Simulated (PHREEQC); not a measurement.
Consider water at 25 °C with 10 mmol/kgw K2CO3. Closed to the air; pH follows from the charge balance.

Equilibrium calculation in PHREEQC: ion-association model, phreeqc.dat.

| quantity | before | after |
|---|---|---|
| pH | 11.00 | 10.52 |
| ionic strength (mol/kgw) | 0.0288 | 0.00265 |

### Question
What was changed between the two runs?
(A) K2CO3 replaced by KHF2 at the same molality
(B) temperature from 25 to 5 °C
(C) temperature from 25 to 85 °C
(D) K2CO3 from 0.01 to 0.02 mol/kgw
(E) diluted 10-fold with water

### Answer
E, diluted 10-fold with water

No solid was allowed to form.
